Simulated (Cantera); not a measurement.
Input: 1 mol SiH₂Cl₂, 0.19 mol N₂O, 55 mol N₂, at 133 Pa.

Method: chemical equilibrium by Gibbs-energy minimisation in Cantera with the NASA 1993 tables (ideal gas, pure condensed phases). Candidate condensed phases: H₂O, NH₄Cl, Si, SiO₂, Si₂N₂O, Si₃N₄; 47 gas species. The tables' values for SiCl, SiN, SiCl₃ are old estimates; treat these amounts as uncertain. Kinetics and transport are ignored. All values below are at 1650 °C.

Base state: N₂ 0.956, HCl 0.0119, H₂ 0.0101, SiCl₂ 0.00988, Si 0.00340, SiO 0.00329, H 0.00259, Cl 0.00230 (mole fractions); condensed: gas only.

Q: What changes in the equilibrium state with this change: SiH₂Cl₂ replaced by HMDSO?

A: 
| species | before | after |
|---|---|---|
| N₂ | 0.956 | 0.838 |
| H₂ | 0.0101 | 0.130 |
| CO | 0 | 0.0180 |
| HCl | 0.0119 | 0 |
| Si | 0.00340 | 0.000519 |
| SiCl₂ | 0.00988 | 0 |
| HCN | 0 | 0.00355 |
| Cl | 0.00230 | 0 |
| C(graphite), mol | 0 | 2.61 |
| SiC(s), mol | 0 | 1.95 |
The feed counts by its element totals alone. Further candidate phases: C, C₆H₆, C₇H₈, C₈H₁₈, SiC.
